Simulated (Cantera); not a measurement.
Cantera run, input and output.

```python
import numpy as np
import cantera as ct

gas = ct.Solution("h2o2.yaml")
gas.TPX = 1250, 320, {'H2': 0.0072, 'O2': 1}
inlet = ct.Reservoir(gas, clone=True)

reactor = ct.IdealGasConstPressureReactor(gas, energy="off", clone=False)
exhaust = ct.Reservoir(gas, clone=True)
tau = [2.2, 1.2, 0.61, 0.33, 0.17, 0.092, 0.049, 0.026, 0.014, 0.0074, 0.0039][0]
for a, b in ((inlet, reactor), (reactor, exhaust)):
    ct.MassFlowController(a, b, mdot=lambda t: reactor.mass / tau)
net = ct.ReactorNet([reactor])
show = ['H2', 'O2', 'H2O', 'O', 'HO2', 'H', 'H2O2']

rows = []
print(f"{'tau/s':>10s}{'T/K':>9s}" + "".join(f"{s:>11s}" for s in show))
for tau in [2.2, 1.2, 0.61, 0.33, 0.17, 0.092, 0.049, 0.026, 0.014, 0.0074, 0.0039]:
    net.initial_time = 0.0
    net.advance(30 * tau)
    before = gas.X
    net.advance(40 * tau)
    drift = np.max(np.abs(gas.X - before) / (gas.X + 1e-9))
    rows.append([gas.T, *gas[show].X, drift])
    print(f"{tau:10.3e}{gas.T:9.1f}" + "".join(f"{x:11.3e}" for x in gas[show].X))
```

Result:

```
     tau/s      T/K         H2         O2        H2O          O        HO2          H       H2O2
 2.200e+00   1250.0  3.849e-05  9.878e-01  6.749e-03  4.692e-03  1.165e-07  1.377e-04  2.996e-09
 1.200e+00   1250.0  5.508e-05  9.872e-01  6.691e-03  5.255e-03  1.254e-07  1.670e-04  3.172e-09
 6.100e-01   1250.0  8.679e-05  9.867e-01  6.616e-03  5.664e-03  1.348e-07  1.959e-04  3.449e-09
 3.300e-01   1250.0  1.381e-04  9.865e-01  6.522e-03  5.843e-03  1.442e-07  2.202e-04  3.850e-09
 1.700e-01   1250.0  2.374e-04  9.865e-01  6.366e-03  5.852e-03  1.571e-07  2.477e-04  4.548e-09
 9.200e-02   1250.0  4.002e-04  9.865e-01  6.135e-03  5.700e-03  1.720e-07  2.756e-04  5.536e-09
 4.900e-02   1250.0  6.870e-04  9.868e-01  5.767e-03  5.370e-03  1.893e-07  3.034e-04  6.928e-09
 2.600e-02   1250.0  1.177e-03  9.873e-01  5.198e-03  4.826e-03  2.058e-07  3.204e-04  8.569e-09
 1.400e-02   1250.0  1.966e-03  9.880e-01  4.370e-03  4.035e-03  2.156e-07  3.087e-04  9.864e-09
 7.400e-03   1250.0  3.278e-03  9.892e-01  3.129e-03  2.875e-03  2.105e-07  2.433e-04  9.478e-09
 3.900e-03   1250.0  5.332e-03  9.911e-01  1.387e-03  1.276e-03  1.699e-07  1.083e-04  4.658e-09
```

Cantera simulation using the H2/O2 subset of GRI-Mech 3.0, which has no nitrogen chemistry; the numbers are that mechanism's predictions, not measurements. Radical loss at walls, strong at low pressure, is not modelled.
